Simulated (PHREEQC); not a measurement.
Dissolve 5 mol NaBr and 0.099 mol SrCl2 per kg of water at 20 °C. It is in equilibrium with CO2 at log p = -3.4 (atm). Otherwise closed; pH follows from the charge balance.

Model: Pitzer model, pitzer.dat, run in PHREEQC.

This is a speciation only: nothing precipitates in the calculation.

### Question
Predict the pH, density, activity of water.

### Answer
pH 4.90; density 1.344 g/cm³; activity of water 0.783.

### Question
In which forms is C present?

### Answer
CO2 78 %, HCO3- 22 % of the C.

In brines, pH and single-ion activities rest on the MacInnes convention.
